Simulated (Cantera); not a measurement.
Feed: 1 mol V, 0.33 mol NH3, 220 mol H2, held at 2400 °C and 0.00830 bar.

Equilibrium computed with Cantera from the NASA thermochemical tables; the gas is ideal and each condensed phase is pure. Candidate condensed phases: V, VN; 11 gas species. Rates play no part.

Base state: H2 0.571, H 0.425, V 0.00355, N2 0.000586 (mole fractions); condensed: gas only.

**Question.** What changes in the equilibrium state with this change: NH3 from 0.33 to 0.76 mol?

**Answer.** 
```tsv
species	before	after
H2	0.571	0.570
H	0.425	0.425
V	0.00355	0.00354
N2	0.000586	0.00134
```
